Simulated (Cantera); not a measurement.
Input (Python, Cantera) and output of one run.

```python
import numpy as np
import cantera as ct

gas_names = """
    Ca CaCL CaCL2 Ca2 CL CL2 H HCL H2
""".split()
cond_names = """
    Ca(a) Ca(b) Ca(L) CaCL2(s) CaCL2(L)
""".split()


def load(file, names, dense=False):
    # The tables refer to 1 bar. Condensed volumes are neglected.
    table = {s.name: s for s in ct.Species.list_from_file(file)}
    out = []
    for n in names:
        d = dict(table[n].input_data)
        d["thermo"] = dict(d["thermo"], **{"reference-pressure": 1e5})
        if dense:
            d["equation-of-state"] = {"model": "constant-volume", "density": "1e6 g/cm^3"}
        out.append(ct.Species.from_dict(d))
    return out


gas = ct.Solution(thermo="ideal-gas", species=load("nasa_gas.yaml", gas_names))
cond = {s.name: ct.Solution(thermo="fixed-stoichiometry", species=[s], name=s.name)
        for s in load("nasa_condensed.yaml", cond_names, dense=True)}
atoms = {
    'CaCl2': {'Ca': 1, 'CL': 2},
    'H2': {'H': 2},
}
top_T = {}  # K; cautious upper limits of use, not melting points


def equilibrate(T, P, feed):
    n = {}
    for name, mol in feed.items():
        for a, k in atoms[name].items():
            n[a] = n.get(a, 0.0) + k * mol
    gas.TPX = T, P, n
    mass = sum(n.values()) * gas.mean_molecular_weight
    gas.equilibrate("TP")
    valid = [c for c in cond.values() if c.min_temp <= T <= top_T.get(c.name, c.max_temp)]
    mix = ct.Mixture([(gas, mass / gas.mean_molecular_weight)] + [(c, 0.0) for c in valid])
    mix.T, mix.P = T, P
    mix.equilibrate("TP", solver="vcs", rtol=1e-11, max_steps=5000)
    return mix


results = []
feed = {'CaCl2': 1, 'H2': 43}  # mol
P = 1333.22  # Pa
for T in [725, 775, 825, 875, 925, 975, 1025, 1075, 1125]:
    mix = equilibrate(T, P, feed)
    results.append((T, P, feed, dict(zip(mix.species_names, mix.species_moles))))

top = {s: max(r[3][s] / sum(r[3][g] for g in gas_names) for r in results) for s in gas_names}
cols = sorted((s for s in top if top[s] > 1e-05), key=lambda s: -top[s])[:5]
seen = [c for c in cond_names if any(r[3].get(c, 0) > 1e-12 for r in results)]
print("log10 of partial pressures in bar; condensed amounts in mol")
print(f"{'T/K':>10s}" + "".join(f"{s[:9]:>10s}" for s in cols + seen))
for T, P, feed, n in results:
    ng = sum(n[g] for g in gas_names)
    print(f"{T:10.4g}" + "".join(f"{np.log10(max(n[s] / ng * P / 1e5, 1e-99)):10.3f}" for s in cols)
          + "".join(f"{n.get(c, 0):10.4g}" for c in seen))
```

Result:

```
log10 of partial pressures in bar; condensed amounts in mol
       T/K        H2     CaCL2  CaCL2(s)  CaCL2(L)
       725    -1.875   -13.901         1         0
       775    -1.875   -12.427         1         0
       825    -1.875   -11.136         1         0
       875    -1.875    -9.996         1         0
       925    -1.875    -8.983         1         0
       975    -1.875    -8.077         1         0
      1025    -1.875    -7.262    0.9998         0
      1075    -1.875    -6.566         0    0.9991
      1125    -1.875    -5.961         0    0.9964
```

Method: chemical equilibrium by Gibbs-energy minimisation in Cantera with the NASA 1993 tables (ideal gas, pure condensed phases).
